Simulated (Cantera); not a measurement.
Input (Python, Cantera) and output of one run.

```python
import numpy as np
import cantera as ct

gas_names = """
    CL CL2 H HCL H2 N NH NH2 NH3 N2 N2H2 N2H4 Si SiCL SiCL2 SiCL3 SiCL4 SiH SiHCL3 SiH2 SiH2CL2 SiH3
    SiH3CL SiH4 SiN Si2 Si2N Si3
""".split()
cond_names = """
    NH4CL(a) NH4CL(b) Si(cr) Si(L) Si3N4(a)
""".split()


# ... load() reads the species with a 1 bar reference pressure and builds the phases ...
atoms = {
    'SiHCl3': {'Si': 1, 'H': 1, 'CL': 3},
    'N2': {'N': 2},
    'H2': {'H': 2},
}
top_T = {'Si3N4(a)': 2400}  # K; cautious upper limits of use, not melting points


# ... equilibrate(T, P, feed) seeds the gas with the atoms and calls Mixture.equilibrate('TP', solver="vcs", rtol=1e-11, max_steps=5000) ...
results = []
feed = {'SiHCl3': 1, 'N2': 0.57, 'H2': 0.94}  # mol
T = 1050  # K
for P in [5, 15, 45, 140, 410, 1200, 3700, 11000, 33000, 100000]:
    mix = equilibrate(T, P, feed)
    results.append((T, P, feed, dict(zip(mix.species_names, mix.species_moles))))
    x = sorted(zip(gas.X, gas.species_names), reverse=True)
    print(f"T = {T:g} K  P = {P:g} Pa  gas = {mix.phase_moles(0):.4g} mol")
    print("   x: " + "  ".join(f"{s} {v:.3e}" for v, s in x if v > 0.0001))
    print("   condensed (mol): " + ("  ".join(f"{mix.phase(i).name} {mix.phase_moles(i):.4g}"
          for i in range(1, mix.n_phases) if mix.phase_moles(i) > 1e-12) or "none"))
```

It prints:

```
T = 1050 K  P = 5 Pa  gas = 2.738 mol
   x: HCL 5.749e-01  H2 2.381e-01  SiCL4 1.242e-01  N2 5.359e-02  SiCL3 4.966e-03  SiCL2 3.596e-03  SiHCL3 5.342e-04
   condensed (mol): Si3N4(a) 0.2116
T = 1050 K  P = 15 Pa  gas = 2.726 mol
   x: HCL 5.536e-01  H2 2.512e-01  SiCL4 1.331e-01  N2 5.684e-02  SiCL3 3.276e-03  SiCL2 1.461e-03  SiHCL3 6.269e-04
   condensed (mol): Si3N4(a) 0.2075
T = 1050 K  P = 45 Pa  gas = 2.717 mol
   x: HCL 5.310e-01  H2 2.641e-01  SiCL4 1.408e-01  N2 6.061e-02  SiCL3 2.139e-03  SiHCL3 7.271e-04  SiCL2 5.889e-04
   condensed (mol): Si3N4(a) 0.2027
T = 1050 K  P = 140 Pa  gas = 2.71 mol
   x: HCL 5.071e-01  H2 2.774e-01  SiCL4 1.482e-01  N2 6.477e-02  SiCL3 1.370e-03  SiHCL3 8.419e-04  SiCL2 2.295e-04
   condensed (mol): Si3N4(a) 0.1972
T = 1050 K  P = 410 Pa  gas = 2.703 mol
   x: HCL 4.842e-01  H2 2.901e-01  SiCL4 1.549e-01  N2 6.883e-02  SiHCL3 9.634e-04  SiCL3 8.961e-04
   condensed (mol): Si3N4(a) 0.192
T = 1050 K  P = 1200 Pa  gas = 2.698 mol
   x: HCL 4.613e-01  H2 3.026e-01  SiCL4 1.614e-01  N2 7.292e-02  SiHCL3 1.099e-03  SiCL3 5.851e-04
   condensed (mol): Si3N4(a) 0.1866
T = 1050 K  P = 3700 Pa  gas = 2.692 mol
   x: HCL 4.375e-01  H2 3.156e-01  SiCL4 1.680e-01  N2 7.721e-02  SiHCL3 1.259e-03  SiCL3 3.736e-04
   condensed (mol): Si3N4(a) 0.1811
T = 1050 K  P = 11000 Pa  gas = 2.686 mol
   x: HCL 4.146e-01  H2 3.281e-01  SiCL4 1.743e-01  N2 8.134e-02  SiHCL3 1.432e-03  SiCL3 2.418e-04
   condensed (mol): Si3N4(a) 0.1758
T = 1050 K  P = 33000 Pa  gas = 2.681 mol
   x: HCL 3.919e-01  H2 3.404e-01  SiCL4 1.805e-01  N2 8.543e-02  SiHCL3 1.627e-03  SiCL3 1.557e-04
   condensed (mol): Si3N4(a) 0.1705
T = 1050 K  P = 100000 Pa  gas = 2.675 mol
   x: HCL 3.695e-01  H2 3.525e-01  SiCL4 1.865e-01  N2 8.949e-02  SiHCL3 1.847e-03
   condensed (mol): Si3N4(a) 0.1653
```

Method: chemical equilibrium by Gibbs-energy minimisation in Cantera with the NASA 1993 tables (ideal gas, pure condensed phases). N2 is the only nitrogen source here; it is nearly inert below about 1500 K, so the nitride shown seldom forms there in practice. The tables' values for SiCl3 are old estimates; treat these amounts as uncertain.
